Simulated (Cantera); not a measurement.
Premixed flame

A freely propagating, adiabatic, planar premixed flame of C2H4 : O2 : N2 : H2O : H2 = 1 : 2.31 : 8.68 : 0.61 : 0.22 (molar parts), equivalence ratio 1.3, unburnt at 375 K and 2.10 bar; mixture-averaged transport, grid criteria slope 0.08 and curve 0.16, no radiation.

Computed with Cantera and GRI-Mech 3.0 (53 species, 325 reactions). GRI-Mech 3.0 was tuned for natural gas; its chemistry of ethylene as a main component is partial and can be far from experiment. Burning velocities carry a grid error of a few per cent, more on coarse grids.

```tsv
z (mm)	T (K)	u (m/s)	x C2H4	x O2	x H2O	x CH3	x NO	x C2H6
-0.387	375	0.977	0.0780	0.180	0.0476	<1e-8	<1e-8	<1e-8
-0.258	375	0.979	0.0779	0.180	0.0476	<1e-8	<1e-8	2.76e-8
-0.193	378	0.988	0.0778	0.180	0.0477	<1e-8	<1e-8	3.29e-7
-0.129	402	1.05	0.0771	0.177	0.0495	7.32e-8	1.60e-8	4.87e-6
-0.0644	718	1.91	0.0662	0.153	0.0715	4.76e-5	7.07e-7	0.000206
-0.0322	1151	3.13	0.0442	0.115	0.101	0.000612	3.05e-6	0.000470
0	1572	4.36	0.0178	0.0704	0.131	0.00132	7.55e-6	0.000192
0.0322	1846	5.18	0.00355	0.0377	0.151	0.00113	1.58e-5	2.01e-5
0.0644	1986	5.58	0.000355	0.0189	0.161	0.000483	2.71e-5	9.81e-7
0.129	2069	5.79	1.17e-6	0.00574	0.164	2.95e-5	4.59e-5	<1e-8
0.258	2113	5.87	<1e-8	0.00212	0.162	9.89e-8	5.92e-5	<1e-8
0.516	2154	5.97	<1e-8	0.00123	0.163	<1e-8	6.55e-5	<1e-8
1.03	2193	6.06	<1e-8	0.000633	0.166	<1e-8	6.94e-5	<1e-8
```
x: mole fraction of selected species; z is measured from the peak of heat release.

```json
{
 "laminar_burning_velocity": "97.6 cm/s",
 "thermal_thickness": "0.129 mm",
 "peak x(CH3)": "0.00138",
 "peak x(C2H6)": "0.000471",
 "grid_points": "154"
}
```
